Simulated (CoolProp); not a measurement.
Properties of R404A at several states.

Values from CoolProp's reference Helmholtz-energy equation of state, Lemmon 2003. It is a pseudo-pure fit of the blend.

```
T (K)  p (MPa)   phase  density (kg/m³)  Prandtl number
-----  -------  ------  ---------------  --------------
358.2    0.014     gas           0.4594           0.793
313      0.304     gas            11.91           0.803
226.9     1.17  liquid             1310            4.45
235.5     1.06  liquid             1283            4.17
```

Viscosity comes from a separate model (Geller 2000). Thermal conductivity comes from a separate model (Geller 2001).
